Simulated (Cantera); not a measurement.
Input (Python, Cantera) and output of one run.

```python
import numpy as np
import cantera as ct

gas_names = """
    H2 H2O2
""".split()
cond_names = """
    Ta2O5(s) Ta2O5(L) Ta(cr) Ta(L)
""".split()


# ... load() reads the species with a 1 bar reference pressure and builds the phases ...
species = {s.name: s for s in load("nasa_gas.yaml", gas_names) + load("nasa_condensed.yaml", cond_names)}
# Each term lists the table entries of one substance; the one whose range holds T is used.
reactions = {
    '2 Ta2O5 + 5 H2(g) = 4 Ta + 5 H2O2(g)':
        [(-2, ['Ta2O5(s)', 'Ta2O5(L)']), (-5, ['H2']), (4, ['Ta(cr)', 'Ta(L)']), (5, ['H2O2'])],
}


def pick(names, T):
    return next(species[n] for n in names if species[n].thermo.min_temp <= T <= species[n].thermo.max_temp)


results = []
for label, terms in reactions.items():
    print(label)
    print("     T/K   dH/kJ  dS/(J/K)   dG/kJ   log10 K")
    for T in [1473, 1523, 1573, 1623, 1673, 1723, 1773, 1823, 1873, 1923]:
        used = [(nu, pick(names, T)) for nu, names in terms]
        dH = sum(nu * s.thermo.h(T) for nu, s in used) / 1e6
        dS = sum(nu * s.thermo.s(T) for nu, s in used) / 1e3
        dG = dH - T * dS / 1e3
        logK = -dG * 1e6 / (ct.gas_constant * T * np.log(10))
        results.append((label, T, dH, dS, dG, logK, [s.name for _, s in used]))
        print(f"{T:8g} {dH:8.1f} {dS:8.1f} {dG:8.1f} {logK:8.2f}")
```

Output:

```
2 Ta2O5 + 5 H2(g) = 4 Ta + 5 H2O2(g)
     T/K   dH/kJ  dS/(J/K)   dG/kJ   log10 K
    1473   3299.3    242.8   2941.7  -104.32
    1523   3295.2    240.0   2929.6  -100.48
    1573   3291.1    237.4   2917.7   -96.89
    1623   3287.1    234.9   2905.9   -93.52
    1673   3283.2    232.5   2894.2   -90.36
    1723   3279.2    230.2   2882.7   -87.39
    1773   3275.3    227.9   2871.2   -84.59
    1823   3271.5    225.8   2859.9   -81.94
    1873   3267.7    223.7   2848.6   -79.44
    1923   3263.9    221.8   2837.5   -77.07
```

Standard-state values (1 bar) from the NASA 1993 polynomials, evaluated with Cantera. Condensed species are held in their standard states even where they would react or evaporate.
